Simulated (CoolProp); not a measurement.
Model: reference Helmholtz-energy equation of state, Lemmon 2006, in CoolProp. It is a short technical equation, of lower accuracy than the large ones.

Problem. Give the vapour pressure (MPa), liquid density (kg/m³), vapour density (kg/m³), enthalpy of vaporisation (kJ/kg) of saturated carbonyl sulfide at 343.4 K.

Solution. 
```json
[
 {"T (K)": "343.4", "p (MPa)": "3.41", "liquid density (kg/m³)": "830", "vapour density (kg/m³)": "108", "enthalpy of vaporisation (kJ/kg)": "179"}
]
```
